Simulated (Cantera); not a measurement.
Input (Python, Cantera):

```python
import numpy as np
import cantera as ct

gas = ct.Solution("gri30.yaml")
gas.TPX = 950, 2400000, {'CH4': 1, 'O2': 1.05, 'N2': 3.96}
reactor = ct.IdealGasConstPressureReactor(gas, energy="on", clone=False)
net = ct.ReactorNet([reactor])
net.rtol, net.atol = 1e-08, 1e-16
show = ['CH4', 'O2', 'CH2CO', 'CO2', 'C2H2', 'NO']
times = np.geomspace(2e-06, 0.4, 11)

steps = ct.SolutionArray(gas, extra=["t"])
rows = []
print(f"{'t/s':>10s}{'T/K':>9s}{'P/Pa':>11s}" + "".join(f"{s:>11s}" for s in show))
for t in times:
    while net.time < t:
        t_next = net.step()
        steps.append(gas.state, t=t_next)
    rows.append([np.interp(t, steps.t, y) for y in (steps.T, steps.P, *steps(*show).X.T)])
    print(f"{t:10.3e}{rows[-1][0]:9.1f}{rows[-1][1]:11.4g}" + "".join(f"{x:11.3e}" for x in rows[-1][2:]))
rate = np.gradient(steps.T, steps.t)
print("integrator steps:", len(steps.t))
if steps.T.max() > steps.T[0] + 200:
    print(f"time of steepest temperature rise: {steps.t[rate.argmax()]:.4e} s")
gas.TPX = 950, 2400000, {'CH4': 1, 'O2': 1.05, 'N2': 3.96}
gas.equilibrate("HP")
print(f"equilibrium (HP): T = {gas.T:.1f} K  " + "  ".join(f"{s} {gas[s].X[0]:.3e}" for s in show))
```

Result:

```
       t/s      T/K       P/Pa        CH4         O2      CH2CO        CO2       C2H2         NO
 2.000e-06    950.0    2.4e+06  1.664e-01  1.747e-01  1.748e-31  3.745e-21  3.862e-31  3.017e-28
 6.778e-06    950.0    2.4e+06  1.664e-01  1.747e-01  1.369e-28  1.458e-19  1.301e-28  3.747e-27
 2.297e-05    950.0    2.4e+06  1.664e-01  1.747e-01  8.325e-26  5.864e-18  5.614e-26  4.494e-26
 7.786e-05    950.0    2.4e+06  1.664e-01  1.747e-01  3.297e-23  2.288e-16  2.011e-23  5.259e-25
 2.639e-04    950.0    2.4e+06  1.664e-01  1.747e-01  1.849e-20  1.079e-14  1.087e-20  6.850e-24
 8.944e-04    950.0    2.4e+06  1.664e-01  1.747e-01  1.343e-17  6.057e-13  7.810e-18  1.197e-22
 3.031e-03    950.0    2.4e+06  1.664e-01  1.747e-01  3.301e-15  1.491e-11  1.913e-15  1.894e-21
 1.027e-02    950.1    2.4e+06  1.664e-01  1.747e-01  1.633e-13  1.302e-10  9.443e-14  1.304e-20
 3.482e-02    950.4    2.4e+06  1.663e-01  1.747e-01  9.482e-12  2.923e-09  5.453e-12  7.402e-20
 1.180e-01   2126.7    2.4e+06  3.595e-08  1.732e-08  1.880e-11  2.185e-02  1.308e-11  3.470e-06
 4.000e-01   2126.7    2.4e+06  3.589e-08  1.732e-08  1.876e-11  2.185e-02  1.272e-11  2.718e-06
integrator steps: 3067
time of steepest temperature rise: 1.0522e-01 s
equilibrium (HP): T = 2126.7 K  CH4 3.948e-08  O2 1.732e-08  CH2CO 2.060e-11  CO2 2.185e-02  C2H2 1.399e-11  NO 2.603e-06
```

Detailed kinetics in Cantera: GRI-Mech 3.0 (53 species, 325 reactions). The pressure lies above the range GRI-Mech 3.0 was tuned for (to about 10 atm). Below about 1000 K GRI-Mech 3.0 lacks low-temperature oxidation paths.
